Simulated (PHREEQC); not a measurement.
Dissolve 0.016 mol HNO3, 0.00014 mol CaCl2 and 0.0012 mol MgCl2 per kg of water at 40 °C. Closed to the air; pH follows from the charge balance.

Computed with PHREEQC (ion-association model, wateq4f.dat).

Precipitation was switched off in this run.

Predict the pH.

pH 1.85.

Away from 25 °C the constants follow the database's enthalpies or fits; those with neither stay at their 25 °C values.
